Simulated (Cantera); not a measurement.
Cantera run:

```python
import numpy as np
import cantera as ct

gas_names = """
    CL CLF CLF3 CL2 F F2 N NF NF2 NF3 N2 Si SiCL SiCL2 SiCL3 SiCL4 SiF SiF2 SiF3 SiF4 SiN Si2 Si2N Si3
""".split()
cond_names = """
    Si(cr) Si(L) Si3N4(a)
""".split()


# ... load() reads the species with a 1 bar reference pressure and builds the phases ...
atoms = {
    'Si': {'Si': 1},
    'NF3': {'N': 1, 'F': 3},
    'Cl2': {'CL': 2},
}
top_T = {'Si3N4(a)': 2400}  # K; cautious upper limits of use, not melting points


# ... equilibrate(T, P, feed) seeds the gas with the atoms and calls Mixture.equilibrate('TP', solver="vcs", rtol=1e-11, max_steps=5000) ...
results = []
T = 1000  # K
P = 370  # Pa
for m in [0.73, 0.84, 0.97, 1.1, 1.3, 1.5, 1.7, 2, 2.3, 2.6, 3]:
    feed = {'Si': 1, 'NF3': m, 'Cl2': 0.68}  # mol
    mix = equilibrate(T, P, feed)
    results.append((T, P, feed, dict(zip(mix.species_names, mix.species_moles))))
    x = sorted(zip(gas.X, gas.species_names), reverse=True)
    print(f"T = {T:g} K  P = {P:g} Pa  n(NF3) = {m:g} mol  gas = {mix.phase_moles(0):.4g} mol")
    print("   x: " + "  ".join(f"{s} {v:.3e}" for v, s in x if v > 1e-05))
    print("   condensed (mol): " + ("  ".join(f"{mix.phase(i).name} {mix.phase_moles(i):.4g}"
          for i in range(1, mix.n_phases) if mix.phase_moles(i) > 1e-12) or "none"))
```

Output:

```
T = 1000 K  P = 370 Pa  n(NF3) = 0.73 mol  gas = 1.178 mol
   x: SiF4 4.648e-01  SiCL4 2.883e-01  N2 2.463e-01  SiCL3 4.651e-04  SiF3 7.354e-05  SiCL2 1.817e-05
   condensed (mol): Si3N4(a) 0.03744
T = 1000 K  P = 370 Pa  n(NF3) = 0.84 mol  gas = 1.37 mol
   x: SiF4 4.597e-01  N2 2.920e-01  SiCL4 2.478e-01  SiCL3 4.036e-04  SiF3 7.090e-05  SiCL2 1.592e-05
   condensed (mol): Si3N4(a) 0.009942
T = 1000 K  P = 370 Pa  n(NF3) = 0.97 mol  gas = 1.621 mol
   x: SiF4 4.487e-01  N2 2.991e-01  SiCL4 1.681e-01  CL2 8.234e-02  CL 1.832e-03
   condensed (mol): none
T = 1000 K  P = 370 Pa  n(NF3) = 1.1 mol  gas = 1.883 mol
   x: SiF4 4.382e-01  N2 2.922e-01  CL2 1.740e-01  SiCL4 9.296e-02  CL 2.664e-03
   condensed (mol): none
T = 1000 K  P = 370 Pa  n(NF3) = 1.3 mol  gas = 2.284 mol
   x: SiF4 4.269e-01  N2 2.846e-01  CL2 2.742e-01  SiCL4 1.095e-02  CL 3.344e-03
   condensed (mol): none
T = 1000 K  P = 370 Pa  n(NF3) = 1.5 mol  gas = 2.685 mol
   x: SiF4 3.725e-01  N2 2.794e-01  CLF 1.852e-01  CL2 1.594e-01  CL 2.549e-03  F 9.887e-04
   condensed (mol): none
T = 1000 K  P = 370 Pa  n(NF3) = 1.7 mol  gas = 3.088 mol
   x: CLF 3.526e-01  SiF4 3.239e-01  N2 2.753e-01  CL2 4.325e-02  F 3.613e-03  CL 1.328e-03
   condensed (mol): none
T = 1000 K  P = 370 Pa  n(NF3) = 2 mol  gas = 3.968 mol
   x: CLF 3.427e-01  SiF4 2.520e-01  N2 2.520e-01  F 1.452e-01  F2 8.099e-03  CL 3.212e-05  CL2 2.529e-05
   condensed (mol): none
T = 1000 K  P = 370 Pa  n(NF3) = 2.3 mol  gas = 4.922 mol
   x: CLF 2.763e-01  F 2.607e-01  N2 2.337e-01  SiF4 2.032e-01  F2 2.612e-02  CL 1.442e-05
   condensed (mol): none
T = 1000 K  P = 370 Pa  n(NF3) = 2.6 mol  gas = 5.852 mol
   x: F 3.322e-01  CLF 2.324e-01  N2 2.221e-01  SiF4 1.709e-01  F2 4.240e-02
   condensed (mol): none
T = 1000 K  P = 370 Pa  n(NF3) = 3 mol  gas = 7.076 mol
   x: F 3.947e-01  N2 2.120e-01  CLF 1.922e-01  SiF4 1.413e-01  F2 5.986e-02  NF3 1.017e-05
   condensed (mol): none
```

Cantera equilibrium calculation (NASA polynomials, part measured and part estimated; ideal gas, pure solids and liquids). The tables' values for SiCl3, SiF3 are old estimates; treat these amounts as uncertain.
